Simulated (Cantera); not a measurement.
**Silicon oxide and oxynitride deposition: SiH₂Cl₂ + H₂O + H₂**

A closed system holds: 1 mol SiH₂Cl₂, 3.6 mol H₂O, 0.68 mol H₂, at 0.133 bar.

Cantera equilibrium calculation (NASA polynomials, part measured and part estimated; ideal gas, pure solids and liquids). Candidate condensed phases: H₂O, Si, SiO₂; 30 gas species. Kinetics and transport are ignored.

```json
[
 {"T (K)": "673", "x H₂": "0.427", "x HCl": "0.318", "x H₂O": "0.255", "n SiO₂(α-quartz)": "1.00", "n SiO₂(β-quartz)": "0"},
 {"T (K)": "698", "x H₂": "0.427", "x HCl": "0.318", "x H₂O": "0.255", "n SiO₂(α-quartz)": "1.00", "n SiO₂(β-quartz)": "0"},
 {"T (K)": "723", "x H₂": "0.427", "x HCl": "0.318", "x H₂O": "0.255", "n SiO₂(α-quartz)": "1.00", "n SiO₂(β-quartz)": "0"},
 {"T (K)": "748", "x H₂": "0.427", "x HCl": "0.318", "x H₂O": "0.255", "n SiO₂(α-quartz)": "1.00", "n SiO₂(β-quartz)": "0"},
 {"T (K)": "773", "x H₂": "0.427", "x HCl": "0.318", "x H₂O": "0.255", "n SiO₂(α-quartz)": "1.00", "n SiO₂(β-quartz)": "0"},
 {"T (K)": "798", "x H₂": "0.427", "x HCl": "0.318", "x H₂O": "0.255", "n SiO₂(α-quartz)": "1.00", "n SiO₂(β-quartz)": "0"},
 {"T (K)": "823", "x H₂": "0.427", "x HCl": "0.318", "x H₂O": "0.255", "n SiO₂(α-quartz)": "1.00", "n SiO₂(β-quartz)": "0"},
 {"T (K)": "848", "x H₂": "0.427", "x HCl": "0.318", "x H₂O": "0.255", "n SiO₂(α-quartz)": "0", "n SiO₂(β-quartz)": "1.00"},
 {"T (K)": "873", "x H₂": "0.427", "x HCl": "0.318", "x H₂O": "0.255", "n SiO₂(α-quartz)": "0", "n SiO₂(β-quartz)": "1.00"},
 {"T (K)": "898", "x H₂": "0.427", "x HCl": "0.318", "x H₂O": "0.255", "n SiO₂(α-quartz)": "0", "n SiO₂(β-quartz)": "1.00"},
 {"T (K)": "923", "x H₂": "0.427", "x HCl": "0.318", "x H₂O": "0.255", "n SiO₂(α-quartz)": "0", "n SiO₂(β-quartz)": "1.00"},
 {"T (K)": "948", "x H₂": "0.427", "x HCl": "0.318", "x H₂O": "0.255", "n SiO₂(α-quartz)": "0", "n SiO₂(β-quartz)": "1.00"}
]
```
x: gas mole fraction; n: condensed amount in mol.

From 673 K to 823 K the condensed part is SiO₂(α-quartz). From 848 K to 948 K the condensed part is SiO₂(β-quartz).
